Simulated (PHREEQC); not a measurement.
NaOH is added in steps, without added water, to 1 kg of water holding 0.002 mol/kgw Pb(NO3)2, 0.016 mol/kgw NaNO3 and 0.17 mol/kgw Zn(NO3)2, at 20 °C. Oxygen alone is held at its pressure in air (log pO2 = -0.68). CO2 from the air is kept out. Only these solids could form: Zn(OH)2(e), Pb(OH)2.

Base run: PHREEQC, ion-association model, phreeqc.dat. Each further column changes one thing. The table gives Pb+2 (mol/kgw).

```
NaOH added (mol)      base  temperature from 20 to 30 °C  NaNO3 left out  diluted 100-fold with water  no solid may form
----------------  --------  ----------------------------  --------------  ---------------------------  -----------------
0                 0.000871                      0.000882        0.000893                      1.90e-5           0.000871
0.036              7.55e-5                       3.41e-5         7.67e-5                            0           0.000178
0.081              6.59e-5                       2.98e-5         6.69e-5                            0            9.25e-5
0.117              5.78e-5                       2.62e-5         5.87e-5                            0            6.55e-5
0.162              4.74e-5                       2.14e-5         4.81e-5                            0            4.55e-5
0.198              3.86e-5                       1.75e-5         3.92e-5                            0            3.43e-5
0.243              2.73e-5                       1.24e-5         2.77e-5                            0            2.32e-5
0.279              1.78e-5                       8.08e-6         1.81e-5                            0            1.56e-5
0.324              5.60e-6                       2.53e-6         5.68e-6                            0            6.10e-6
0.36                     0                             0               0                            0            3.09e-7
```

The database's Pb(OH)2 solid is less soluble than what usually precipitates. In at least one series the solution becomes supersaturated in solids that the run did not let form, among them Zn(OH)2(e), Pb(OH)2.
